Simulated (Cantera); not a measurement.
**Stirred combustor or abatement burner**

A perfectly stirred reactor is fed with 7.63 % C2H4, 16.3 % O2, 61.5 % N2, 14.5 % H2O, equivalence ratio 1.4, at 10.0 bar; it is adiabatic with a 525 K inlet, and is followed from long to short residence time, starting on the burning branch (τ in s: 0.27, 0.072, 0.019, 0.0052, 0.0014, 0.00038, 0.0001, 2.7e-05, 7.3e-06).

Computed with Cantera and GRI-Mech 3.0 (53 species, 325 reactions). GRI-Mech 3.0 was tuned for natural gas; its chemistry of ethylene as a main component is partial and can be far from experiment.

```tsv
τ (s)	T (K)	x C2H4	x O2	x H2O	x H2O2	x C2H2
0.27	2151	5.96e-7	1.11e-5	0.230	3.94e-9	3.43e-5
0.072	2150	1.96e-6	3.23e-5	0.230	6.60e-9	0.000102
0.019	2149	6.00e-6	9.35e-5	0.231	1.46e-8	0.000263
0.0052	2146	1.67e-5	0.000251	0.231	3.75e-8	0.000566
0.0014	2139	4.39e-5	0.000647	0.231	1.06e-7	0.00104
0.00038	2123	0.000111	0.00159	0.232	2.93e-7	0.00169
0.00010	2087	0.000308	0.00413	0.232	7.90e-7	0.00269
2.7e-5	1977	0.00126	0.0133	0.232	2.43e-6	0.00488
7.3e-6	525	0.0763	0.163	0.145	<1e-12	<1e-12
```
x: mole fraction; the columns are a selection and need not sum to one.
